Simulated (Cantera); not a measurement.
A freely propagating, adiabatic, planar premixed flame of 25.8 % H₂, 15.5 % O₂, 58.6 % N₂, equivalence ratio 0.83, unburnt at 375 K and 1.01 bar; mixture-averaged transport, grid criteria slope 0.08 and curve 0.16, no radiation.

Cantera simulation using the H2/O2 subset of GRI-Mech 3.0, which has no nitrogen chemistry; the numbers are that mechanism's predictions, not measurements. Burning velocities carry a grid error of a few per cent, more on coarse grids.

Q: Predict: laminar burning velocity; thermal thickness; peak x(O); peak x(HO₂); peak x(OH).

A: 
- laminar burning velocity: 261 cm/s
- thermal thickness: 0.365 mm
- peak x(O): 0.0106
- peak x(HO₂): 0.000449
- peak x(OH): 0.0142
